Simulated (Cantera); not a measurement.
## BN + HF + N2 (nitride etching)

Feed: 1 mol BN, 6.8 mol HF, 6.9 mol N2, at 1.10e-5 bar.

Method: chemical equilibrium by Gibbs-energy minimisation in Cantera with the NASA 1993 tables (ideal gas, pure condensed phases). Candidate condensed phases: B, BN; 31 gas species. The tables' values for BF2 are old estimates; treat these amounts as uncertain. Kinetics and transport are ignored.

| T (°C) | log p N2 | log p HF | log p H2 | log p BF3 | log p H | log p BF2 | log p BF | log p BHF2 |
|---|---|---|---|---|---|---|---|---|
| 552 | -5.23 | -5.52 | -5.92 | -6.10 | -14.06 | -15.53 | <-16 | -13.14 |
| 652 | -5.23 | -5.52 | -5.92 | -6.10 | -12.54 | -13.67 | <-16 | -12.28 |
| 752 | -5.23 | -5.52 | -5.92 | -6.10 | -11.32 | -12.17 | -16.67 | -11.60 |
| 852 | -5.23 | -5.52 | -5.92 | -6.10 | -10.31 | -10.94 | -14.53 | -11.04 |
| 952 | -5.23 | -5.52 | -5.92 | -6.10 | -9.47 | -9.92 | -12.75 | -10.57 |
| 1052 | -5.23 | -5.52 | -5.92 | -6.10 | -8.75 | -9.05 | -11.25 | -10.18 |
| 1152 | -5.23 | -5.52 | -5.92 | -6.10 | -8.13 | -8.31 | -9.96 | -9.84 |
| 1252 | -5.23 | -5.51 | -5.93 | -6.11 | -7.59 | -7.68 | -8.86 | -9.57 |
log p: log10 of the partial pressure in bar; nothing condenses.

From 552 °C to 1252 °C nothing is condensed. The main B-bearing gas is BF3 throughout.
